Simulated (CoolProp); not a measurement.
Oxygen along the isotherm -190.95 °C: Z from the reference equation and from simpler models built on Tc = -118.6 °C, pc = 5.046 MPa, ω = 0.022; each cubic takes its own stable root.

Computed with CoolProp (reference Helmholtz-energy equation of state, Schmidt 1985).

```csv
p (MPa),phase,reference,Redlich-Kwong,Soave-Redlich-Kwong
0.0798,liquid,0.003166,0.003118,0.003161
0.117,liquid,0.004642,0.004571,0.004633
0.172,liquid,0.006823,0.006719,0.006811
0.252,liquid,0.009995,0.009843,0.009977
0.37,liquid,0.01467,0.01445,0.01465
0.544,liquid,0.02157,0.02124,0.02153
0.798,liquid,0.03163,0.03114,0.03156
1.17,liquid,0.04634,0.04563,0.04624
1.72,liquid,0.06807,0.06703,0.06791
2.52,liquid,0.09960,0.09809,0.09936
3.7,liquid,0.1460,0.1438,0.1456
5.44,liquid,0.2141,0.2108,0.2134
7.98,liquid,0.3129,0.3082,0.3118
11.7,liquid,0.4564,0.4496,0.4545
17.2,liquid,0.6660,0.6566,0.6631
25.2,liquid,0.9663,0.9537,0.9621
```
